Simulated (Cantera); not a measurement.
Input: 1 mol PbO, 0.14 mol CO, 39 mol N2, held at 1598 K and 1000 Pa.

Cantera equilibrium calculation (NASA polynomials, part measured and part estimated; ideal gas, pure solids and liquids). Candidate condensed phases: C, Pb, PbO, PbO2, Pb3O4; 27 gas species. Gases not in the tables: (PbO)n polymers. Kinetics and transport are ignored.

Base state: N2 0.966, Pb 0.0140, PbO 0.0108, O2 0.00509, CO2 0.00346, NO 0.000331, O 1.01e-5 (mole fractions); condensed: gas only.

Q: What changes in the equilibrium state with this change: temperature from 1598 K to 1073 K?

A: 
```json
[
 {"species": "N2", "before": "0.966", "after": "0.993"},
 {"species": "CO2", "before": "0.00346", "after": "0.00356"},
 {"species": "Pb", "before": "0.0140", "after": "0.00356"},
 {"species": "PbO", "before": "0.0108", "after": "0.000291"},
 {"species": "O2", "before": "0.00509", "after": "5.20e-9"},
 {"species": "NO", "before": "0.000331", "after": "1.17e-8"},
 {"species": "O", "before": "1.01e-5", "after": "<1e-9"},
 {"species": "PbO(yellow), mol", "before": "0", "after": "0.849"}
]
```
